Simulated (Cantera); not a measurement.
Feed: 1 mol SiCl4, a varied amount of N2, 0.37 mol H2, equilibrated at 700 K and 3.10 mbar.

Cantera equilibrium calculation (NASA polynomials, part measured and part estimated; ideal gas, pure solids and liquids). Candidate condensed phases: NH4Cl, Si, Si3N4; 28 gas species. N2 is the only nitrogen source here; it is nearly inert below about 1500 K, so the nitride shown seldom forms there in practice. Rates play no part.

log p: log10 of the partial pressure in bar; n: condensed amount in mol.

```csv
n(N2) (mol),log p N2,log p SiCl4,log p HCl,log p H2,n Si3N4(s)
8.1,-2.58,-3.56,-3.71,-4.64,0.0500
11,-2.57,-3.68,-3.81,-4.80,0.0512
14,-2.55,-3.77,-3.90,-4.93,0.0520
19,-2.54,[?],[?],[?],0.0530
25,-2.53,-4.01,-4.12,-5.26,0.0538
32,-2.53,-4.11,-4.22,-5.40,0.0545
43,-2.52,-4.24,-4.33,-5.58,0.0553
57,-2.52,-4.36,-4.45,-5.74,0.0560
75,-2.52,[?],[?],[?],0.0566
99,-2.52,-4.59,-4.67,-6.08,0.0572
```

Task: Complete the blanks.

Result: 
- 75, log p SiCl4: -4.47
- 75, log p HCl: -4.56
- 75, log p H2: -5.91
- 19, log p SiCl4: -3.89
- 19, log p HCl: -4.02
- 19, log p H2: -5.10
